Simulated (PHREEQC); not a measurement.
Brackish or sea water

Model water analysis in mg/kgw, 30 °C, pH 7.17, pe 9.6: Na 1970; K 384; Ca 160; Mg 129; Cl 3950; S(6) as SO4 200; Alkalinity as HCO3 3.34; Pb 105.

Valence states are taken as typed.

All values are PHREEQC results (ion-association model, phreeqc.dat), not measurements.

No solid was allowed to form.

Predict the specific conductance, charge-balance error.

specific conductance 13200 µS/cm; charge-balance error -0.2 %.

In which forms is Pb present?

PbCl+ 54 %, Pb+2 32 %, PbCl2 4.8 %, PbOH+ 4.1 %, PbSO4 3.0 %, PbCO3 1.6 % of the Pb.

Examples of supersaturated solids here: Pb(OH)2, Cerussite. Others may be too. Species that the database lacks are ignored.
